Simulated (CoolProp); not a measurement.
Vapour-liquid equilibrium of n-perfluoropentane (1) + n-pentane (2) at 207 kPa; x and y are mole fractions of (1).

Model: multi-fluid Helmholtz-energy mixture model, Gao 2022 and Thol 2019; pair parameters Bell 2016, in CoolProp.

```
x      bubble temperature (K)  y at the bubble point  dew temperature at overall composition x (K)  liquid density (mol/L)
-----  ----------------------  ---------------------  --------------------------------------------  ----------------------
0.05                    322.5                  0.265                                         330.2                   8.008
0.125                   316.3                  0.421                                         327.7                   7.746
0.2                     314.0                  0.477                                         325.0                   7.453
0.275                   313.3                  0.498                                         322.1                       ?
0.35                    313.1                  0.507                                         319.2                   6.899
0.425                   313.0                  0.513                                             ?                   6.655
0.5                     312.9                  0.520                                         313.2                       ?
0.575                   312.9                  0.533                                         313.5                   6.233
0.65                    313.2                  0.554                                         315.0                   6.049
0.725                   313.8                  0.590                                         316.9                   5.877
0.8                     315.0                  0.647                                         318.7                   5.712
0.875                   317.1                  0.735                                         320.6                   5.549
0.95                    320.5                  0.872                                         322.4                   5.381
```

Some entries are withheld; supply them.


- 0.275, liquid density (mol/L): 7.167
- 0.425, dew temperature at overall composition x (K): 316.1
- 0.5, liquid density (mol/L): 6.434

y crosses x between x = 0.5 and 0.575: the model has an azeotrope there.

Pair parameters are fitted to limited data, so mixtures are less certain than the pure fluids. With so large a gap from Raoult's law the liquid may split in two, which this calculation doesn't test in full.
